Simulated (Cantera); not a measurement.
A perfectly stirred reactor is fed with NO : N2 = 1 : 1.1 (molar parts), at 100.0 Torr; it is held at 2198 K, and followed from long to short residence time.

Computed with Cantera and GRI-Mech 3.0 (53 species, 325 reactions).

What does this change do: temperature 2198 to 1700 K?


```tsv
quantity	before	after
x(NO) at τ = 16.0 s	0.0266	0.403
x(O2) at τ = 16.0 s	0.223	0.0363
x(NO2) at τ = 16.0 s	1.28e-5	0.000194
x(N2) at τ = 16.0 s	0.747	0.560
x(O) at τ = 16.0 s	0.00347	2.55e-5
x(NO) at τ = 54.0 ms	0.436	0.476
x(O2) at τ = 54.0 ms	0.0191	9.49e-5
x(NO2) at τ = 54.0 ms	6.78e-5	5.42e-5
x(N2) at τ = 54.0 ms	0.543	0.524
x(O) at τ = 54.0 ms	0.00129	7.72e-6
```

What does this change do: pressure from 100.0 Torr to 750 Torr?


| quantity | before | after |
|---|---|---|
| x(NO) at τ = 16.0 s | 0.0266 | 0.0184 |
| x(O2) at τ = 16.0 s | 0.223 | 0.228 |
| x(NO2) at τ = 16.0 s | 1.28e-5 | 2.45e-5 |
| x(N2) at τ = 16.0 s | 0.747 | 0.752 |
| x(O) at τ = 16.0 s | 0.00347 | 0.00128 |
| x(NO) at τ = 54.0 ms | 0.436 | 0.333 |
| x(O2) at τ = 54.0 ms | 0.0191 | 0.0710 |
| x(NO2) at τ = 54.0 ms | 6.78e-5 | 0.000256 |
| x(N2) at τ = 54.0 ms | 0.543 | 0.595 |
| x(O) at τ = 54.0 ms | 0.00129 | 0.000761 |
